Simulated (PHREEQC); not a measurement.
Make-up at 25 °C: 0.01 mol/kgw HF, 2.1e-05 mol/kgw CsF and 7e-05 mol/kgw (NH4)2SiF6. Closed to the air; pH follows from the charge balance.

Equilibrium calculation in PHREEQC: ion-association model, wateq4f.dat.

Precipitation was switched off in this run.

Order these F species by the share of F that they hold, largest first: H2F2, SiF6-2, HF2-, F-, HF.

HF (70 %), F- (22 %), SiF6-2 (4.0 %), H2F2 (2.7 %), HF2- (1.2 %)

The pH is 2.65 and the ionic strength 0.00258 mol/kgw. Complexes and solids missing from the database can't appear. SiF6-2 is the database's only silicon fluoride.
